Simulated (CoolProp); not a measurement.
A closed Brayton cycle with carbon dioxide: compressor inlet 330.15 K and 9.2 MPa, high pressure 18.5 MPa, turbine inlet 780 K, compressor efficiency 0.85, turbine efficiency 0.93, recuperator effectiveness 0.95 (on enthalpy, no pinch check). Each further row changes one setting.

Values from CoolProp's reference Helmholtz-energy equation of state, Span 1996.

```json
[
 {"case": "as stated", "thermal efficiency (%)": "(withheld)", "net work (kJ/kg)": "57.7", "compressor to turbine work": "0.37", "compressor exit (K)": "386.7", "turbine exit (K)": "695.7"},
 {"case": "turbine inlet 730 K", "thermal efficiency (%)": "31.1", "net work (kJ/kg)": "51.0", "compressor to turbine work": "0.40", "compressor exit (K)": "386.7", "turbine exit (K)": "648.9"},
 {"case": "compressor inlet 340.15 K", "thermal efficiency (%)": "32.4", "net work (kJ/kg)": "53.0", "compressor to turbine work": "0.42", "compressor exit (K)": "(withheld)", "turbine exit (K)": "695.7"},
 {"case": "high pressure 15.7 MPa", "thermal efficiency (%)": "31.7", "net work (kJ/kg)": "(withheld)", "compressor to turbine work": "(withheld)", "compressor exit (K)": "373.2", "turbine exit (K)": "715.2"},
 {"case": "recuperator effectiveness 0.5", "thermal efficiency (%)": "17.1", "net work (kJ/kg)": "57.7", "compressor to turbine work": "0.37", "compressor exit (K)": "386.7", "turbine exit (K)": "695.7"}
]
```

Complete the blanks.


- as stated, thermal efficiency (%): 33.2
- compressor inlet 340.15 K, compressor exit (K): 401.5
- high pressure 15.7 MPa, net work (kJ/kg): 46.0
- high pressure 15.7 MPa, compressor to turbine work: 0.35
